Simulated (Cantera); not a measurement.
# Pyrogenic steam for wet oxidation

An isothermal, constant-pressure homogeneous reactor starts with 7.83 % H2, 17.4 % O2, 74.8 % N2, at 1400 K and 1.00 bar.

Detailed kinetics in Cantera: GRI-Mech 3.0 (53 species, 325 reactions). The temperature is held fixed by assumption; the heat of reaction is taken as removed at once.

```
t (s)         x H2   x O2      x OH   x H2O2     x NO    x HO2
--------  --------  -----  --------  -------  -------  -------
0.000100   0.00103  0.139   0.00223  1.97e-6  7.55e-6  3.71e-5
0.000226  0.000180  0.140  0.000891  7.96e-7  7.63e-6  1.41e-5
0.000510   3.31e-5  0.140  0.000396  2.94e-7  7.61e-6  3.84e-6
0.00115    7.41e-6  0.140  0.000200  1.12e-7  7.60e-6  1.09e-6
0.00260    2.09e-6  0.140  0.000112  4.50e-8  7.62e-6  3.65e-7
0.00588    7.10e-7  0.140   6.74e-5  1.91e-8  7.63e-6  1.47e-7
0.0133     2.84e-7  0.140   4.33e-5  8.75e-9  7.64e-6  7.97e-8
0.0300     1.42e-7  0.140   3.06e-5  4.75e-9  7.64e-6  6.25e-8
0.0678     1.04e-7  0.140   2.59e-5  3.57e-9  7.64e-6  6.03e-8
0.153      9.92e-8  0.140   2.52e-5  3.42e-9  7.64e-6  6.03e-8
0.346      9.89e-8  0.140   2.52e-5  3.41e-9  7.64e-6  6.03e-8
0.781      9.89e-8  0.140   2.52e-5  3.41e-9  7.64e-6  6.03e-8
1.76       9.89e-8  0.140   2.52e-5  3.41e-9  7.64e-6  6.03e-8
3.98       9.89e-8  0.140   2.52e-5  3.41e-9  7.65e-6  6.03e-8
9.00       9.89e-8  0.140   2.52e-5  3.41e-9  7.66e-6  6.03e-8
```
x: mole fraction; the columns are a selection and need not sum to one.

Equilibrium at this temperature and pressure: H2 9.90e-8, O2 0.140, OH 2.52e-5, H2O2 3.41e-9, NO 0.000591, HO2 6.02e-8 (gas phase only).
